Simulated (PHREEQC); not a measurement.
Nickel, zinc or cadmium bath (model solution)

Consider water at 25 °C with 1.5 mmol/kgw ZnSO4, 0.042 mmol/kgw H3BO3 and 0.19 mmol/kgw H2SO4. Closed to the air; pH follows from the charge balance.

All values are PHREEQC results (ion-association model, phreeqc.dat), not measurements.

Each row changes one thing in this solution. No solid was allowed to form.

```csv
case,pH,ionic strength (mol/kgw),SO4-2 (mol/kgw),Zn+2 (mol/kgw),ZnSO4 (mol/kgw),HSO4- (mol/kgw),SI of Zn(OH)2(e) (Zn(OH)2)
as made,3.49,0.00558,0.00142,0.00127,0.000227,3.52e-5,-7.54
diluted 5-fold with water,4.15,0.00125,0.000320,0.000284,1.56e-5,1.98e-6,-6.82
H2SO4 left out,6.00,0.00514,0.00128,0.00128,0.000211,1.00e-7,-2.53
H2SO4 from 0.00019 to 0.000285 mol/kgw,3.32,0.00580,0.00149,0.00126,0.000233,5.48e-5,-7.90
diluted 10-fold with water,4.44,0.000638,0.000164,0.000146,4.45e-6,5.34e-7,-6.51
diluted 2-fold with water,3.77,0.00296,0.000759,0.000675,7.50e-5,1.05e-5,-7.23
H3BO3 from 4.2e-05 to 0.00021 mol/kgw,3.49,0.00558,0.00142,0.00127,0.000227,3.52e-5,-7.54
H2SO4 from 0.00019 to 0.00095 mol/kgw,2.81,0.00728,0.00194,0.00122,0.000275,0.000225,-8.94
```
